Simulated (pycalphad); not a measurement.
Source of the numbers: pycalphad with the COST 507 light-alloy database (1999); pressure 1 atm. The data set is of 1999 and partly superseded. Phase fractions are per mole of atoms. Diffusion is slow at the low end, where real alloys seldom reach equilibrium.

Question: Give the equilibrium state of Ti-0.01582B (wt.%) at 552 °C.

Answer: hcp, fraction 1.000, with 0.01 B wt.%; BM, fraction 0.000, with 18.4 B wt.%.

Database names, with the compositions (at.%) that they take in these runs: BM: Ti 50 B 50.
